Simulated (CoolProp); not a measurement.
A closed Brayton cycle with nitrogen: compressor inlet 318.15 K and 1.8 MPa, high pressure 3.68 MPa, turbine inlet 900 K, compressor efficiency 0.85, turbine efficiency 0.93, recuperator effectiveness 0.8 (on enthalpy, no pinch check). Each further row changes one setting.

Values from CoolProp's reference Helmholtz-energy equation of state, Span 2000.

| case | thermal efficiency (%) | net work (kJ/kg) | compressor to turbine work | compressor exit (K) | turbine exit (K) |
|---|---|---|---|---|---|
| as stated | 31.0 | 75.0 | 0.54 | 403.4 | 756.4 |
| turbine inlet 850 K | 29.5 | 65.8 | 0.57 | 403.4 | 713.1 |
| compressor inlet 328.15 K | 30.2 | 72.1 | 0.56 | 416.0 | 756.4 |
| high pressure 3.13 MPa | 28.6 | 62.3 | 0.52 | 382.5 | 786.9 |
| recuperator effectiveness 0.5 | 21.1 | 75.0 | 0.54 | 403.4 | 756.4 |
